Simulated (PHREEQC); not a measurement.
Consider water at 50 °C with 0.24 mol/kgw KH2PO4 and 0.015 mol/kgw HF. Closed to the air; pH follows from the charge balance.

The numbers come from PHREEQC with the ion-association model, phreeqc.dat.

Each row changes one thing in this solution. This is a speciation only: nothing precipitates in the calculation.

```csv
case,pH,ionic strength (mol/kgw),H2PO4- (mol/kgw),H3PO4 (mol/kgw),HPO4-2 (mol/kgw),KHPO4- (mol/kgw)
as made,3.50,0.240,0.230,0.00973,0.000140,1.64e-5
HF from 0.015 to 0.0135 mol/kgw,3.53,0.240,0.231,0.00902,0.000152,1.79e-5
KH2PO4 from 0.24 to 0.264 mol/kgw,?,0.265,0.254,0.0100,0.000168,2.08e-5
0.0028 mol/kgw NH4Cl added,3.50,0.243,0.230,0.00973,0.000140,1.64e-5
temperature from 50 to 90 °C,?,0.240,0.231,?,0.000281,2.93e-5
HF from 0.015 to 0.15 mol/kgw,2.76,0.242,0.195,0.0447,2.20e-5,2.57e-6
temperature from 50 to 20 °C,3.34,0.241,0.230,?,7.97e-5,9.99e-6
diluted 10-fold with water,3.67,0.0243,0.0232,0.000817,1.22e-5,3.07e-7
HF left out,4.40,0.241,0.237,0.00125,0.00116,0.000136
```

Task: What belongs in the gaps?

Result: 
- KH2PO4 from 0.24 to 0.264 mol/kgw, pH: 3.52
- temperature from 50 to 90 °C, pH: 3.69
- temperature from 50 to 90 °C, H3PO4 (mol/kgw): 0.00881
- temperature from 50 to 20 °C, H3PO4 (mol/kgw): 0.0101

Complexes and solids missing from the database can't appear. Constants without temperature data keep their 25 °C values here.
